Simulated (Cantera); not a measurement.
A Cantera script and its output.

```python
import numpy as np
import cantera as ct

gas = ct.Solution("gri30.yaml")


def delay(T, t_max=10):
    gas.TPX = T, 50000, {'CH3OH': 1, 'O2': 2.08, 'N2': 7.83}
    reactor = ct.IdealGasConstPressureReactor(gas, clone=False)
    net = ct.ReactorNet([reactor])
    net.rtol, net.atol = 1e-8, 1e-16
    while net.time < t_max:
        t_old, T_old = net.time, reactor.T
        net.step()
        if reactor.T > T + 400:  # ignition: a rise of 400 K
            return t_old + (T + 400 - T_old) / (reactor.T - T_old) * (net.time - t_old)
    return np.nan


taus = []
for T in [1123, 1223, 1323, 1423, 1523, 1623, 1723, 1823, 1923]:
    taus.append(delay(T))
    print(f"T0 = {T:6g} K   tau = {taus[-1]:.4e} s")
```

Result:

```
T0 =   1123 K   tau = 7.4478e-02 s
T0 =   1223 K   tau = 1.3396e-02 s
T0 =   1323 K   tau = 3.2535e-03 s
T0 =   1423 K   tau = 1.0203e-03 s
T0 =   1523 K   tau = 3.9496e-04 s
T0 =   1623 K   tau = 1.7946e-04 s
T0 =   1723 K   tau = 9.1572e-05 s
T0 =   1823 K   tau = 5.1042e-05 s
T0 =   1923 K   tau = 3.0741e-05 s
```

Cantera simulation using GRI-Mech 3.0 (53 species, 325 reactions); the numbers are that mechanism's predictions, not measurements. GRI-Mech 3.0 was tuned for natural gas; its chemistry of methanol as a main component is partial and can be far from experiment.
